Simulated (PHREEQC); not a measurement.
A solution holds 0.015 mol CuSO4 and 3.8e-05 mol NaF per kg of water, at 66 °C. Closed to the air; pH follows from the charge balance.

Model: ion-association model, wateq4f.dat, run in PHREEQC.

Each row changes one thing in this solution. No solid was allowed to form.

```
case                                                pH  ionic strength (mol/kgw)
------------------------------------------  ----------  ------------------------
as made                                           4.42                    0.0382
CuSO4 left out                              (withheld)                   3.83e-5
diluted 5-fold with water                         4.71                (withheld)
NaF replaced by NaNO3 at the same molality        4.42                    0.0382
temperature from 66 to 90 °C                      4.24                    0.0377
0.013 mol/kgw NaHCO3 added                        5.78                (withheld)
NaF from 3.8e-05 to 5.7e-05 mol/kgw               4.42                    0.0382
```

Task: Complete the blanks.

Result: 
- CuSO4 left out, pH: 6.47
- diluted 5-fold with water, ionic strength (mol/kgw): 0.00947
- 0.013 mol/kgw NaHCO3 added, ionic strength (mol/kgw): 0.0468

Complexes and solids missing from the database can't appear. Some of these states are supersaturated (in Tenorite (slow to form), Malachite, Cu(OH)2, for instance). At this temperature some constants are extrapolated from 25 °C, and those without enthalpy data are left unchanged.
